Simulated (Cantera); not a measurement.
A closed system holds: 1 mol Ti(OiPr)4, 0.9 mol C3H8, 2.6 mol H2, equilibrated at 1725 °C and 10.0 mbar.

Cantera equilibrium calculation (NASA polynomials, part measured and part estimated; ideal gas, pure solids and liquids). Candidate condensed phases: C, C6H6, C7H8, C8H18, H2O, Ti, TiC, TiO, TiO2, Ti2O3, Ti3O5, Ti4O7; 113 gas species. The feed counts by its element totals alone. TiC: taken at fixed stoichiometry. Rates play no part.

Base state: H2 0.821, CO 0.164, H 0.0145, C2H2 (acetylene) 0.000622 (mole fractions); condensed: C(graphite) + TiC(s).

Question: What changes in the equilibrium state with this change: temperature from 1725 °C to 1650 °C?

Answer: 
```json
[
 {"species": "H2", "before": "0.821", "after": "0.826"},
 {"species": "CO", "before": "0.164", "after": "0.165"},
 {"species": "H", "before": "0.0145", "after": "0.00856"},
 {"species": "C2H2 (acetylene)", "before": "0.000622", "after": "0.000373"},
 {"species": "C(graphite), mol", "before": "9.67", "after": "9.68"},
 {"species": "TiC(s), mol", "before": "1.000", "after": "1.00"}
]
```
